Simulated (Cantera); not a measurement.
Input: 1 mol Al(CH3)3, 3.2 mol N2, 140 mol H2, at 1825 K.

These are equilibrium values from Cantera (NASA tables, ideal gas, pure condensed phases), not measurements of a reactor. Candidate condensed phases: Al, AlN, C, C6H6, C7H8, C8H18; 97 gas species. The feed counts by its element totals alone. Equilibrium is a limit: real reactors are often held back by kinetics, nucleation or transport.

Task: What share of the Al ends up in condensed phases as a function of P (Pa), at 10, 63, 400, 2500, 16000, 100000?

Result: 
| P (Pa) | Al condensed (%) | as |
|---|---|---|
| 10 | 0.0 | - |
| 63 | 0.0 | - |
| 400 | 0.0 | - |
| 2500 | 84.2 | AlN(s) |
| 16000 | 98.9 | AlN(s) |
| 100000 | 99.9 | AlN(s) |
